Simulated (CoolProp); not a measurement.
The numbers come from the reference Helmholtz-energy equation of state, Lemmon 2006 in CoolProp. It is a short technical equation, of lower accuracy than the large ones.

Q: For hydrogen sulfide, give the phase and the cv (kJ/(kg K)), speed of sound (m/s), Joule-Thomson coefficient (K/MPa), viscosity (µPa s) at 430.5 K and 0.101 MPa.

A: 
- 430.5 K and 0.101 MPa: gas; cv 0.814, speed of sound 369, Joule-Thomson coefficient 7.64, viscosity 17.6

Viscosity comes from a separate model (Quiñones-Cisneros 2012).
